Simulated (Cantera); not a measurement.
Cu₂O + CH₄ + H₂ (carbothermic reduction)

Feed: 1 mol Cu₂O, 1.5 mol CH₄, 0.13 mol H₂, equilibrated at 1050 K and 38.0 mbar.

Cantera equilibrium calculation (NASA polynomials, part measured and part estimated; ideal gas, pure solids and liquids). Candidate condensed phases: C, C₆H₆, C₇H₈, C₈H₁₈, Cu, CuO, Cu(OH)₂, Cu₂O, H₂O; 113 gas species. Kinetics and transport are ignored.

```
Item                                      Result
-------------------------------------  ---------
x(H₂)                                      0.756
x(CO)                                      0.241
x(H₂O)                                   0.00126
x(CH₄)                                   0.00124
x(CO₂)                                  0.000470
n(C(graphite))                         0.502 mol
n(Cu(s))                                2.00 mol
gas amount                             4.118 mol
log10 activity of Cu(OH)₂(s) (absent)     -16.70
```
